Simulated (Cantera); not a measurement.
## Adiabatic ignition

An adiabatic, constant-volume homogeneous reactor starts with 14.7 % CO, 10.4 % H2, 15.7 % O2, 59.1 % N2, equivalence ratio 0.80, at 1198 K and 4.10 bar.

Cantera simulation using GRI-Mech 3.0 (53 species, 325 reactions); the numbers are that mechanism's predictions, not measurements. The hydrogen kinetics of GRI-Mech 3.0 are dated; newer H2 mechanisms differ, most at raised pressure.

```
t (s)     T (K)  P (bar)    x CO     x H2    x O2    x H2O     x NO2     x NO
--------  -----  -------  ------  -------  ------  -------  --------  -------
2.00e-6    1198     4.10   0.147    0.104   0.157  3.44e-8    <1e-12   <1e-12
6.02e-6    1198     4.10   0.147    0.104   0.157  1.12e-6    <1e-12   <1e-12
1.81e-5    1247     4.26   0.146   0.0972   0.153  0.00620  2.37e-11  7.18e-9
5.45e-5    2910     9.01  0.0424  0.00491  0.0506    0.100   2.10e-6  0.00232
0.000164   2900     8.97  0.0422  0.00492  0.0476    0.101   7.90e-6  0.00892
0.000494   2890     8.93  0.0421  0.00492  0.0444    0.101   1.37e-5   0.0159
0.00149    2888     8.93  0.0421  0.00493  0.0438    0.101   1.47e-5   0.0172
0.00447    2888     8.93  0.0421  0.00493  0.0438    0.101   1.47e-5   0.0172
0.0135     2888     8.93  0.0421  0.00493  0.0438    0.101   1.47e-5   0.0172
0.0405     2888     8.93  0.0421  0.00493  0.0438    0.101   1.47e-5   0.0172
0.122      2888     8.93  0.0421  0.00493  0.0438    0.101   1.47e-5   0.0172
0.367      2888     8.93  0.0421  0.00493  0.0438    0.101   1.47e-5   0.0172
1.10       2888     8.93  0.0421  0.00493  0.0438    0.101   1.47e-5   0.0172
3.32       2888     8.93  0.0421  0.00493  0.0438    0.101   1.47e-5   0.0172
10.0       2888     8.93  0.0421  0.00493  0.0438    0.101   1.47e-5   0.0172
```
x: mole fraction; the columns are a selection and need not sum to one.

```
Property                                                            Result
---------------------------------  ---------------------------------------
time of steepest temperature rise                                  20.5 µs
temperature at 10.0 s                                               2888 K
equilibrium temperature                                             2888 K
x(CO) at 10.0 s                      0.0421 (gas-phase equilibrium 0.0421)
x(H2) at 10.0 s                    0.00493 (gas-phase equilibrium 0.00493)
x(O2) at 10.0 s                      0.0438 (gas-phase equilibrium 0.0438)
```
